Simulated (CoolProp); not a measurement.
Model: reference Helmholtz-energy equation of state, Zhou 2012, in CoolProp.

### Question
Give the vapour pressure (MPa), surface tension (mN/m), liquid conductivity (mW/(m K)) of saturated o-xylene at 321.85 °C.

### Answer
| T (°C) | p (MPa) | surface tension (mN/m) | liquid conductivity (mW/(m K)) |
|---|---|---|---|
| 321.85 | 2.44 | 1.88 | 74.7 |

Thermal conductivity comes from a separate model (Mylona 2014). Surface tension comes from a separate correlation (Mulero 2014).
